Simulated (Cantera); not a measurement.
## Stirred combustor or abatement burner

A perfectly stirred reactor is fed with 5.70 % CH3OH, 13.3 % O2, 68.4 % N2, 12.5 % H2O, equivalence ratio 0.64, at 1.00 bar; it is adiabatic with a 725 K inlet, and is followed from long to short residence time, starting on the burning branch (τ in s: 0.13, 0.046, 0.016, 0.0057, 0.002, 0.00072, 0.00025, 9e-05, 3.2e-05, 1.1e-05).

Model: GRI-Mech 3.0 (53 species, 325 reactions), integrated in Cantera. GRI-Mech 3.0 was tuned for natural gas; its chemistry of methanol as a main component is partial and can be far from experiment.

```json
[
 {"τ (s)": "0.13", "T (K)": "1715", "x CH3OH": "3.02e-6", "x O2": "0.0465", "x H2O": "0.232", "x NO": "5.38e-6", "x HCN": "5.38e-11"},
 {"τ (s)": "0.046", "T (K)": "1710", "x CH3OH": "6.04e-6", "x O2": "0.0466", "x H2O": "0.232", "x NO": "4.67e-6", "x HCN": "8.95e-11"},
 {"τ (s)": "0.016", "T (K)": "1701", "x CH3OH": "1.20e-5", "x O2": "0.0468", "x H2O": "0.231", "x NO": "3.83e-6", "x HCN": "2.09e-10"},
 {"τ (s)": "0.0057", "T (K)": "1685", "x CH3OH": "2.34e-5", "x O2": "0.0474", "x H2O": "0.230", "x NO": "2.97e-6", "x HCN": "6.87e-10"},
 {"τ (s)": "0.0020", "T (K)": "1657", "x CH3OH": "4.75e-5", "x O2": "0.0485", "x H2O": "0.228", "x NO": "2.30e-6", "x HCN": "2.73e-9"},
 {"τ (s)": "0.00072", "T (K)": "1611", "x CH3OH": "0.000105", "x O2": "0.0510", "x H2O": "0.225", "x NO": "1.67e-6", "x HCN": "9.61e-9"},
 {"τ (s)": "0.00025", "T (K)": "725", "x CH3OH": "0.0570", "x O2": "0.133", "x H2O": "0.125", "x NO": "<1e-12", "x HCN": "<1e-12"},
 {"τ (s)": "9.0e-5", "T (K)": "725", "x CH3OH": "0.0570", "x O2": "0.133", "x H2O": "0.125", "x NO": "<1e-12", "x HCN": "<1e-12"},
 {"τ (s)": "3.2e-5", "T (K)": "725", "x CH3OH": "0.0570", "x O2": "0.133", "x H2O": "0.125", "x NO": "<1e-12", "x HCN": "<1e-12"},
 {"τ (s)": "1.1e-5", "T (K)": "725", "x CH3OH": "0.0570", "x O2": "0.133", "x H2O": "0.125", "x NO": "<1e-12", "x HCN": "<1e-12"}
]
```
x: mole fraction; the columns are a selection and need not sum to one.
